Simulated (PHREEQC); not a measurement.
Na2HPO4 is added in steps, without added water, to 1 kg of water holding 0.048 mol H2SO4 and 0.0069 mol CuSO4, at 10 °C. O2 is buffered at 0.21 atm. No CO2 enters from the air. The run lets Cu(OH)2, Brochantite, Antlerite, Cu3(PO4)2:3H2O, Mirabilite, Chalcanthite precipitate or redissolve, and no other solid.

Base run: PHREEQC, ion-association model, wateq4f.dat. Each further column changes one thing. The table gives HSO4- (mol/kgw).

| Na2HPO4 added (mol) | base | Debye-Hückel limiting law | Davies equation for every ion | all activity coefficients set to 1 | metal-ligand complexes left out |
|---|---|---|---|---|---|
| 0 | 0.0339 | (withheld) | 0.0333 | 0.0403 | 0.0350 |
| 0.0082 | 0.0307 | 0.0243 | 0.0301 | (withheld) | 0.0319 |
| 0.0205 | 0.0251 | 0.0191 | 0.0246 | 0.0315 | 0.0264 |
| 0.0328 | 0.0189 | 0.0139 | 0.0186 | 0.0242 | 0.0202 |
| 0.041 | 0.0149 | 0.0107 | 0.0147 | 0.0192 | 0.0161 |
| 0.0492 | 0.0112 | 0.00792 | 0.0111 | 0.0145 | (withheld) |
| 0.0615 | 0.00672 | 0.00466 | 0.00671 | 0.00870 | 0.00764 |
| 0.0738 | 0.00350 | (withheld) | 0.00353 | 0.00451 | 0.00411 |
| 0.082 | 0.00193 | 0.00130 | 0.00196 | (withheld) | (withheld) |

Problem. Complete the blanks.

Solution. 
- 0, Debye-Hückel limiting law: 0.0276
- 0.0082, all activity coefficients set to 1: 0.0373
- 0.0492, metal-ligand complexes left out: 0.0124
- 0.0738, Debye-Hückel limiting law: 0.00238
- 0.082, all activity coefficients set to 1: 0.00247
- 0.082, metal-ligand complexes left out: 0.00231

H3PO4, which wateq4f.dat lacks, is added to it with the constant of phreeqc.dat. At this temperature some constants are extrapolated from 25 °C, and those without enthalpy data are left unchanged. The database has no phosphate complexes of Cu.
